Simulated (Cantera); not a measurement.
An adiabatic, constant-volume homogeneous reactor starts with 7.15 % CH4, 8.44 % O2, 84.4 % N2, equivalence ratio 1.7, at 1350 K and 1.09 atm.

Computed with Cantera and GRI-Mech 3.0 (53 species, 325 reactions).

Task: Predict: time of steepest temperature rise; temperature at 0.600 s; equilibrium temperature; x(O2) at 0.600 s; x(O) at 0.600 s; x(H2) at 0.600 s; x(N2O) at 0.600 s.

Result: 
```
Quantity                                                            Result
---------------------------------  ---------------------------------------
time of steepest temperature rise                                  19.4 ms
temperature at 0.600 s                                              2235 K
equilibrium temperature                                             2235 K
x(O2) at 0.600 s                   1.99e-6 (gas-phase equilibrium 1.99e-6)
x(O) at 0.600 s                    3.44e-6 (gas-phase equilibrium 3.44e-6)
x(H2) at 0.600 s                     0.0565 (gas-phase equilibrium 0.0565)
x(N2O) at 0.600 s                  3.30e-9 (gas-phase equilibrium 3.30e-9)
```
